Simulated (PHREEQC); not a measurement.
Make-up at 25 °C: 0.072 mol/kgw HCl, 0.064 mol/kgw Al2(SO4)3 and 0.0001 mol/kgw Fe2(SO4)3. Closed to the air; pH follows from the charge balance.

All values are PHREEQC results (ion-association model, wateq4f.dat), not measurements.

* **pH**: 1.52
* **ionic strength**: 0.283 mol/kgw
* **total alkalinity**: -72.4 meq/kg

| species | molality | activity | log γ |
|---|---|---|---|
| AlSO4+ | 0.0849 | 0.0598 | -0.152 |
| Cl- | 0.0720 | 0.0493 | -0.164 |
| H+ | 0.0384 | 0.0301 | -0.105 |
| HSO4- | 0.0330 | 0.0233 | -0.152 |
| SO4-2 | 0.0310 | 0.00794 | -0.591 |
| Al(SO4)2- | 0.0213 | 0.0150 | -0.152 |
| Al+3 | 0.0212 | 0.00238 | -0.949 |
| AlHSO4+2 | 0.000548 | 0.000160 | -0.535 |

No solid was allowed to form. Saturation is exceeded, for instance for Hematite (slow to form); the values hold only as long as no solid forms.
